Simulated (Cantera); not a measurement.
Input: 1 mol FeS2, 1.6 mol H2S, 8.9 mol H2O, at 798.15 K and 5200 Pa.

Method: chemical equilibrium by Gibbs-energy minimisation in Cantera with the NASA 1993 tables (ideal gas, pure condensed phases). Candidate condensed phases: Fe, FeO, Fe(OH)2, Fe(OH)3, FeS, FeSO4, FeS2, Fe2O3, Fe2(SO4)3, Fe3O4, H2O, H2SO4, S; 22 gas species. Gases not in the tables: S3 to S7. Equilibrium is a limit: real reactors are often held back by kinetics, nucleation or transport.

Base state: H2O 0.844, H2S 0.147, H2 0.00645, S2 0.00233, SO2 0.000585 (mole fractions); condensed: FeS2(s).

Problem. What changes in the equilibrium state with this change: temperature from 798.15 K to 1323.15 K?

Solution. 
```json
[
 {"species": "H2O", "before": "0.844", "after": "0.727"},
 {"species": "H2", "before": "0.00645", "after": "0.116"},
 {"species": "S2", "before": "0.00233", "after": "0.0677"},
 {"species": "H2S", "before": "0.147", "after": "0.0662"},
 {"species": "SO2", "before": "0.000585", "after": "0.0217"},
 {"species": "SO", "before": "1.81e-8", "after": "0.000368"},
 {"species": "SH", "before": "3.28e-7", "after": "0.000648"},
 {"species": "S2O", "before": "8.05e-6", "after": "0.000486"},
 {"species": "FeS2(s), mol", "before": "1.00", "after": "0"},
 {"species": "FeS(s), mol", "before": "0", "after": "1.000"}
]
```
FeS: taken at fixed stoichiometry.

Problem. What changes in the equilibrium state with this change: pressure from 5200 Pa to 10000 Pa?

Solution. 
| species | before | after |
|---|---|---|
| H2O | 0.844 | 0.844 |
| H2S | 0.147 | 0.148 |
| H2 | 0.00645 | 0.00531 |
| S2 | 0.00233 | 0.00182 |
| SO2 | 0.000585 | 0.000550 |
| FeS2(s), mol | 1.00 | 1.00 |
